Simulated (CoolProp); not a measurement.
A single-stage vapour-compression cycle with cyclopentane: evaporating at 286.15 K (dew point), condensing at 356.15 K (bubble point), superheat 8 K, subcooling 5 K, compressor efficiency 0.7, no pressure losses. Each further row changes one setting.

Model: reference Helmholtz-energy equation of state, Gedanitz 2015, in CoolProp.

| case | cooling COP | pressure ratio | discharge temperature (K) | refrigerating effect (kJ/kg) | volumetric capacity (kJ/m³) |
|---|---|---|---|---|---|
| as stated | 2.34 | 10.6 | 389.6 | 299 | 224 |
| evaporating temperature 291.15 K | [?] | [?] | [?] | [?] | 278 |
| condensing temperature 351.15 K | 2.58 | [?] | 384.4 | 310 | 232 |
| subcooling 10 K | 2.43 | 10.6 | 389.6 | 310 | 232 |
| superheat 18 K | 2.36 | 10.6 | 399.0 | 311 | 225 |
| compressor efficiency 0.6 | 2.01 | 10.6 | [?] | 299 | 224 |

Q: Some entries are withheld; supply them.

A: 
- evaporating temperature 291.15 K, cooling COP: 2.62
- evaporating temperature 291.15 K, pressure ratio: 8.56
- evaporating temperature 291.15 K, discharge temperature (K): 386.3
- evaporating temperature 291.15 K, refrigerating effect (kJ/kg): 305
- condensing temperature 351.15 K, pressure ratio: 9.26
- compressor efficiency 0.6, discharge temperature (K): 402.0
